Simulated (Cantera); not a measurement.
Cantera run:

```python
import numpy as np
import cantera as ct

gas_names = [...]  # 123 gases of nasa_gas.yaml made of C, H, O, Si
cond_names = """
    C(gr) C6H6(L) C7H8(L) C8H18(L),n-octa H2O(s) H2O(L) Si(cr) Si(L) SiC(b) SiO2(Lqz) SiO2(hqz) SiO2(L)
""".split()


# ... load() reads the species with a 1 bar reference pressure and builds the phases ...
atoms = {
    'HMDSO': {'Si': 2, 'C': 6, 'H': 18, 'O': 1},
    'O3': {'O': 3},
    'H2': {'H': 2},
}
top_T = {'C(gr)': 4500, 'SiC(b)': 3050}  # K; cautious upper limits of use, not melting points


# ... equilibrate(T, P, feed) seeds the gas with the atoms and calls Mixture.equilibrate('TP', solver="vcs", rtol=1e-11, max_steps=5000) ...
results = []
feed = {'HMDSO': 1, 'O3': 2.1, 'H2': 0.62}  # mol
T = 1300  # K
P = 1000  # Pa
mix = equilibrate(T, P, feed)
results.append((T, P, feed, dict(zip(mix.species_names, mix.species_moles))))
print(gas.report(threshold=1e-06))
for i in range(1, mix.n_phases):
    print(f"{mix.phase(i).name:16s} {mix.phase_moles(i):12.5e} mol")
```

It prints:

```
       temperature   1300 K
          pressure   1000 Pa
           density   0.00080089 kg/m^3
  mean mol. weight   8.6566 kg/kmol
   phase of matter   gas

                          1 kg             1 kmol
                     ---------------   ---------------
          enthalpy        2.5325e+05        2.1923e+06  J
   internal energy       -9.9537e+05       -8.6165e+06  J
           entropy             27147          2.35e+05  J/K
    Gibbs function       -3.5037e+07       -3.0331e+08  J
 heat capacity c_p            3728.8             32279  J/K
 heat capacity c_v            2768.4             23965  J/K

                      mass frac. Y      mole frac. X     chem. pot. / RT
                     ---------------   ---------------   ---------------
               CH4        8.0783e-05         4.359e-05           -48.126
                CO           0.82643           0.25541           -42.526
               CO2        1.7153e-05         3.374e-06           -83.118
                 H        1.1115e-06        9.5454e-06           -11.548
                H2           0.17338            0.7445           -23.096
               H2O        3.6077e-05        1.7336e-05           -63.689
               SiO        4.6021e-05        9.0371e-06           -53.701
     [ +116 minor]        1.3428e-06        4.5018e-07

C(gr)             2.69958e+00 mol
Si(cr)            0.00000e+00 mol
SiC(b)            0.00000e+00 mol
SiO2(hqz)         1.99988e+00 mol
```

Method: chemical equilibrium by Gibbs-energy minimisation in Cantera with the NASA 1993 tables (ideal gas, pure condensed phases). The feed counts by its element totals alone. The tables hold silica as quartz up to 1696 K and as liquid above; real silica turns to tridymite and cristobalite and melts near 1996 K.
